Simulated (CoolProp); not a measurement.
Saturation properties of o-xylene (Tc = 630.3 K, pc = 3737 kPa, ω = 0.312).

Computed with CoolProp (reference Helmholtz-energy equation of state, Zhou 2012).

```csv
T (K),p (kPa),liquid density (kg/m³),liquid cp (kJ/(kg K)),surface tension (mN/m),vapour viscosity (µPa s),liquid conductivity (mW/(m K))
420.4,109.3,766.7,2.186,16.8,9.08,100
438.7,172.0,748.4,2.256,15.0,9.48,95.8
457.1,260.2,729.3,2.328,13.3,9.90,91.9
475.5,379.7,709.1,2.403,11.6,10.3,88.3
493.9,536.9,687.7,2.482,9.90,10.8,85.0
512.3,739.0,664.7,2.569,8.29,11.3,82.0
530.7,993.7,639.6,2.667,6.73,11.8,79.5
549.1,1310,611.7,2.786,5.24,12.4,77.4
567.5,1697,579.5,2.949,3.82,13.1,75.8
585.9,2167,540.5,3.214,2.50,13.9,74.8
604.3,2736,487.9,3.812,1.29,15.0,75.1
```

It boils at 417.5 K under 1 atm.

Viscosity comes from a separate model (Cao 2016). Thermal conductivity comes from a separate model (Mylona 2014). Surface tension comes from a separate correlation (Mulero 2014).
